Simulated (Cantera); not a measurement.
Mixture: H2 : O2 : N2 = 1 : 0.581 : 2.19 (molar parts), equivalence ratio 0.86, at 4.93 atm, adiabatic and at constant volume. Ignition delay is the time to a rise of 400 K.

Computed with Cantera and the H2/O2 subset of GRI-Mech 3.0, which has no nitrogen chemistry. The hydrogen kinetics of GRI-Mech 3.0 are dated; newer H2 mechanisms differ, most at raised pressure.

Q: What does this change do: pressure from 4.93 atm to 18.8 atm?

A: 
```
quantity                                                before       after
--------------------------------------------------  ----------  ----------
delay at 950 K                                         41.7 ms     20.2 ms
delay at 1050 K                                        2.71 ms     2.16 ms
delay at 1150 K                                        42.4 µs    0.301 ms
delay at 1250 K                                        9.19 µs     41.3 µs
apparent activation energy between 1200 and 1300 K  110 kJ/mol  290 kJ/mol
```
The pressure lies above the range GRI-Mech 3.0 was tuned for (to about 10 atm).
